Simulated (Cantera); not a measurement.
An isothermal, constant-pressure homogeneous reactor starts with C₂H₆ : N₂ = 1 : 13 (molar parts), at 1075 K and 36.0 Torr.

Computed with Cantera and GRI-Mech 3.0 (53 species, 325 reactions). GRI-Mech 3.0 stops at C3 and has no aromatics, soot or wall deposition, so with more carbon than oxygen in the feed, carbon stays in small species such as C2H2 where larger ones or solid carbon would form. Radical loss at walls, strong at low pressure, is not modelled.

x: mole fraction; the columns are a selection and need not sum to one.

```json
[
 {"t (s)": "2.00e-5", "x C₂H₆": "0.0714", "x CH₂": "<1e-12", "x H": "1.76e-12", "x HCN": "<1e-12", "x C₂H₂": "<1e-12", "x CH₄": "5.53e-11", "x CH₃": "1.66e-8"},
 {"t (s)": "0.000111", "x C₂H₆": "0.0714", "x CH₂": "<1e-12", "x H": "4.46e-11", "x HCN": "<1e-12", "x C₂H₂": "<1e-12", "x CH₄": "1.69e-9", "x CH₃": "9.07e-8"},
 {"t (s)": "0.000616", "x C₂H₆": "0.0714", "x CH₂": "<1e-12", "x H": "?", "x HCN": "<1e-12", "x C₂H₂": "<1e-12", "x CH₄": "4.92e-8", "x CH₃": "4.64e-7"},
 {"t (s)": "0.00342", "x C₂H₆": "0.0714", "x CH₂": "<1e-12", "x H": "?", "x HCN": "<1e-12", "x C₂H₂": "9.88e-12", "x CH₄": "1.14e-6", "x CH₃": "1.70e-6"},
 {"t (s)": "0.0190", "x C₂H₆": "0.0712", "x CH₂": "1.29e-11", "x H": "?", "x HCN": "<1e-12", "x C₂H₂": "3.93e-8", "x CH₄": "1.62e-5", "x CH₃": "4.13e-6"},
 {"t (s)": "0.105", "x C₂H₆": "0.0675", "x CH₂": "4.92e-11", "x H": "?", "x HCN": "1.08e-12", "x C₂H₂": "1.09e-5", "x CH₄": "0.000245", "x CH₃": "8.53e-6"},
 {"t (s)": "0.585", "x C₂H₆": "0.0474", "x CH₂": "4.14e-11", "x H": "?", "x HCN": "2.06e-12", "x C₂H₂": "0.000382", "x CH₄": "0.00170", "x CH₃": "6.99e-6"},
 {"t (s)": "3.25", "x C₂H₆": "0.00457", "x CH₂": "9.32e-12", "x H": "?", "x HCN": "2.80e-12", "x C₂H₂": "0.00532", "x CH₄": "0.00612", "x CH₃": "2.00e-6"},
 {"t (s)": "18.0", "x C₂H₆": "0.000165", "x CH₂": "<1e-12", "x H": "2.05e-7", "x HCN": "2.86e-12", "x C₂H₂": "0.0145", "x CH₄": "0.00684", "x CH₃": "3.46e-7"},
 {"t (s)": "100", "x C₂H₆": "0.000103", "x CH₂": "<1e-12", "x H": "1.96e-7", "x HCN": "2.86e-12", "x C₂H₂": "0.0300", "x CH₄": "0.00729", "x CH₃": "2.98e-7"}
]
```

Problem. Complete the blanks.

Solution. 
- 0.000616, x H: 1.50e-9
- 0.00342, x H: 3.57e-8
- 0.0190, x H: 3.16e-7
- 0.105, x H: 5.73e-7
- 0.585, x H: 6.99e-7
- 3.25, x H: 7.98e-7
